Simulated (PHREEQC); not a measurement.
Make-up at 20 °C: 1.2 mol/kgw NaOH and 0.021 mol/kgw K2SO4. Closed to the air; pH follows from the charge balance.

All values are PHREEQC results (Pitzer model, pitzer.dat), not measurements.

No solid was allowed to form.

Q: What pH, density, osmotic coefficient does the model give?

A: pH 14.10; density 1.052 g/cm³; osmotic coefficient 0.952.

Species that the database lacks are ignored. In brines, pH and single-ion activities rest on the MacInnes convention.
